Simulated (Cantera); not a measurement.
# Ignition delay

Mixture: 3.81 % CH4, 0.130 % C2H6, 0.801 % C3H8, 15.9 % O2, 79.3 % N2, at 2.30 bar, adiabatic and at constant volume. Ignition delay is the time to a rise of 400 K.

Detailed kinetics in Cantera: GRI-Mech 3.0 (53 species, 325 reactions). GRI-Mech 3.0 was tuned for natural gas; its chemistry of propane as a main component is partial and can be far from experiment.

```
T0 (K)  delay (ms)
------  ----------
1150          14.2
1225          3.73
1300          1.09
1375         0.372
1450         0.148
1525        0.0689
1600        0.0365
1675        0.0217
1750        0.0141
1825       0.00987
```

| Property | Result |
|---|---|
| apparent activation energy between 1675 and 1825 K | 130 kJ/mol |
